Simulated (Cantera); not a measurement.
Charge: 1 mol PbO, 0.81 mol H2, 7.8 mol N2, held at 1025 K.

Cantera equilibrium calculation (NASA polynomials, part measured and part estimated; ideal gas, pure solids and liquids). Candidate condensed phases: H2O, Pb, PbO, PbO2, Pb3O4; 27 gas species. Mutual solubility and eutectic melting of coexisting phases are not modelled. Rates play no part.

What share of the Pb ends up in condensed phases as a function of P (Pa), at 10, 52, 270, 1400, 7200, 37000, 190000, 1000000?


```tsv
P (Pa)	Pb condensed (%)	as
10	12.5	PbO(yellow)
52	50.1	Pb(l) + PbO(yellow)
270	90.8	Pb(l) + PbO(yellow)
1400	98.2	Pb(l) + PbO(yellow)
7200	99.7	Pb(l) + PbO(yellow)
37000	99.9	Pb(l) + PbO(yellow)
190000	100.0	Pb(l) + PbO(yellow)
1000000	100.0	Pb(l) + PbO(yellow)
```
